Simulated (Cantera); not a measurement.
A closed system holds: 1 mol BN, 23 mol Cl₂, 0.94 mol N₂, equilibrated at 2000 K and 14000 Pa.

Cantera equilibrium calculation (NASA polynomials, part measured and part estimated; ideal gas, pure solids and liquids). Candidate condensed phases: B, BN; 10 gas species. The tables' values for BCl₂ are old estimates; treat these amounts as uncertain. Equilibrium is a limit: real reactors are often held back by kinetics, nucleation or transport.

Q: What is the equilibrium state?

A: 
* **x(Cl)**: 0.781
* **x(Cl₂)**: 0.157
* **x(N₂)**: 0.0367
* **x(BCl₃)**: 0.0254
* **x(BCl₂)**: 3.90e-5
* **gas amount**: 39.28 mol
* **log10 activity of B(s) (absent)**: -7.82
